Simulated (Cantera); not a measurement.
A closed system holds: 1 mol TEOS, 0.29 mol NO, 9.6 mol H2, 0.49 mol N2O, held at 0.0510 Torr.

Equilibrium computed with Cantera from the NASA thermochemical tables; the gas is ideal and each condensed phase is pure. Candidate condensed phases: C, C6H6, C7H8, C8H18, H2O, Si, SiC, SiO2, Si2N2O, Si3N4; 151 gas species. The feed counts by its element totals alone. Mutual solubility and eutectic melting of coexisting phases are not modelled. Rates play no part.

Q: Which condensed phases are stable at each of these points (T (K)): 1098, 1123, 1148, 1173, 1198, 1223, 1248, 1273, 1298?

A: 
| T (K) | condensed phases | Si condensed (%) |
|---|---|---|
| 1098 | C(graphite) + Si2N2O(s) | 100.0 |
| 1123 | C(graphite) + Si2N2O(s) | 100.0 |
| 1148 | C(graphite) + Si2N2O(s) | 100.0 |
| 1173 | C(graphite) + Si2N2O(s) | 99.9 |
| 1198 | C(graphite) + Si2N2O(s) | 99.9 |
| 1223 | C(graphite) + SiC(s) + Si2N2O(s) | 99.8 |
| 1248 | C(graphite) + SiC(s) | 99.7 |
| 1273 | C(graphite) + SiC(s) | 99.7 |
| 1298 | C(graphite) + SiC(s) | 99.6 |

From 1098 K to 1198 K the condensed part is C(graphite) + Si2N2O(s). At 1223 K the condensed part is C(graphite) + SiC(s) + Si2N2O(s). From 1248 K to 1298 K the condensed part is C(graphite) + SiC(s).
